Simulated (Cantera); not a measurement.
## Reactions in the system N-O-Ta

Source: NASA polynomial tables (part measured, part estimated), evaluated in Cantera. Values are per mole of reaction as written; species without (g) are pure solids or liquids, kept so even where they would boil at 1 bar.

TaO2(g) + 2 N2(g) → 2 N2O(g) + Ta

```tsv
T (K)	ΔH° (kJ)	ΔS° (J/K)	ΔG° (kJ)	log10 K
2298	400.0	-152.9	751.4	-17.08
2373	402.0	-152.1	762.9	-16.79
2448	404.0	-151.3	774.2	-16.52
2523	406.0	-150.4	785.6	-16.26
2598	408.1	-149.6	796.8	-16.02
2673	410.3	-148.8	808.0	-15.79
2748	412.5	-148.0	819.1	-15.57
2823	414.7	-147.2	830.2	-15.36
```

6 TaO2(g) + O3(g) → 3 Ta2O5

| T (K) | ΔH° (kJ) | ΔS° (J/K) | ΔG° (kJ) | log10 K |
|---|---|---|---|---|
| 2298 | -4364.1 | -1004.4 | -2056.0 | 46.73 |
| 2373 | -4341.4 | -994.7 | -1981.0 | 43.61 |
| 2448 | -4318.9 | -985.4 | -1906.8 | 40.69 |
| 2523 | -4296.6 | -976.4 | -1833.2 | 37.95 |
| 2598 | -4274.4 | -967.7 | -1760.3 | 35.39 |
| 2673 | -4252.4 | -959.4 | -1688.0 | 32.99 |
| 2748 | -4230.6 | -951.3 | -1616.4 | 30.72 |
| 2823 | -4208.9 | -943.5 | -1545.3 | 28.59 |

2 TaO2(g) + N2(g) → 2 NO2(g) + 2 Ta

```
T (K)  ΔH° (kJ)  ΔS° (J/K)  ΔG° (kJ)  log10 K
-----  --------  ---------  --------  -------
2298      509.8     -156.0     868.3   -19.74
2373      512.2     -155.0     879.9   -19.37
2448      514.7     -153.9     891.5   -19.02
2523      517.2     -152.9     903.0   -18.70
2598      519.9     -151.9     914.5   -18.39
2673      522.6     -150.8     925.8   -18.09
2748      525.5     -149.8     937.1   -17.81
2823      528.6     -148.7     948.3   -17.55
```

3 Ta2O5 + 5 N2O(g) → 6 Ta + 10 NO2(g)

```tsv
T (K)	ΔH° (kJ)	ΔS° (J/K)	ΔG° (kJ)	log10 K
2298	5432.9	694.4	3837.2	-87.22
2373	5414.3	686.4	3785.4	-83.32
2448	5396.1	678.9	3734.2	-79.68
2523	5378.1	671.7	3683.5	-76.26
2598	5360.6	664.8	3633.4	-73.05
2673	5343.4	658.3	3583.8	-70.03
2748	5326.8	652.1	3534.7	-67.19
2823	5310.5	646.3	3486.0	-64.50
```
